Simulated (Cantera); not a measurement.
Feed: 1 mol SiH2Cl2, 26 mol N2, 0.48 mol H2, equilibrated at 898 K and 0.100 bar.

Cantera equilibrium calculation (NASA polynomials, part measured and part estimated; ideal gas, pure solids and liquids). N2 is the only nitrogen source here; it is nearly inert below about 1500 K, so the nitride shown seldom forms there in practice. The numbers say what is thermodynamically allowed, not how fast it happens.

```csv
species,before,after
N2,0.915,0.572
HCl,0.0566,0.231
H2,0.0250,0.161
SiCl4,0.00385,0.0356
SiHCl3,4.74e-6,6.88e-5
"Si3N4(s), mol",0.298,0.270
```
Gas species are given as mole fractions.

Name the change that produced these shifts.
(A) N2 from 26 to 3.6 mol
(B) temperature from 898 K to 1648 K
(C) temperature from 898 K to 1700 K
(D) temperature from 898 K to 1375 K

A, N2 from 26 to 3.6 mol
